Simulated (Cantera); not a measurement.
# Iron carbonyl, mercury and lead vapours: Pb + CO + H2

A closed system holds: 1 mol Pb, 0.4 mol CO, 6.3 mol H2, equilibrated at 702 °C and 1330 Pa.

Method: chemical equilibrium by Gibbs-energy minimisation in Cantera with the NASA 1993 tables (ideal gas, pure condensed phases). Candidate condensed phases: C, C6H6, C7H8, C8H18, H2O, Pb, PbO, PbO2, Pb3O4; 113 gas species. Rates play no part.

- x(H2): 0.939
- x(CO): 0.0588
- x(CH4): 0.000848
- x(H2O): 0.000771
- x(Pb): 0.000688
- x(CO2): 7.72e-5
- n(Pb(l)): 0.995 mol
- gas amount: 6.693 mol
- log10 activity of C(graphite) (absent): -0.24
- log10 activity of PbO2(s) (absent): -22.50
